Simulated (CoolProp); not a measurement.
R1336mzz(E) along the isotherm 106.65 °C: Z from the reference equation and from simpler models built on Tc = 130.4 °C, pc = 2779 kPa, ω = 0.413; each cubic takes its own stable root.

Values from CoolProp's reference Helmholtz-energy equation of state, Akasaka 2023.

```csv
p (kPa),phase,reference,van der Waals,Peng-Robinson
18,gas,0.9971,0.9978,0.9970
29.1,gas,0.9953,0.9964,0.9951
47,gas,0.9924,0.9942,0.9921
76,gas,0.9877,0.9905,0.9872
123,gas,0.9799,0.9846,0.9792
198,gas,0.9674,0.9750,0.9663
321,gas,0.9464,0.9589,0.9447
518,gas,0.9113,0.9320,0.9088
837,gas,0.8499,0.8853,0.8466
1350,gas,0.7326,0.7981,0.7297
2180,liquid,0.1153,0.2077,0.1269
3530,liquid,0.1792,0.2929,0.1921
5700,liquid,0.2775,0.4342,0.2904
```
